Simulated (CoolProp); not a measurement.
Saturated liquid density (kg/m³) of the fluoroketone C6F12O (FK-5-1-12): the reference equation beside estimates from Tc = 168.7 °C, pc = 1869 kPa, ω = 0.471.

Computed with CoolProp (reference Helmholtz-energy equation of state, McLinden 2015).

```csv
T (°C),reference,Redlich-Kwong,Soave-Redlich-Kwong,Peng-Robinson
40.15,1556,1318,1420,1606
43.85,1544,1305,1408,1593
47.55,1532,1293,1396,1580
51.25,1520,1280,1384,1567
54.95,1508,1267,1372,1553
58.65,1495,1254,1359,1539
62.35,1482,1241,1346,1525
66.05,1470,1227,1332,1510
69.75,1456,1213,1318,1494
73.45,1443,1198,1304,1479
77.15,1430,1184,1289,1462
80.85,1416,1169,1274,1445
```

Absolute difference from the reference over all 12 rows, mean and median: Redlich-Kwong 16.3 and 16.2 %, Soave-Redlich-Kwong 9.3 and 9.1 %, Peng-Robinson 2.8 and 2.9 %.
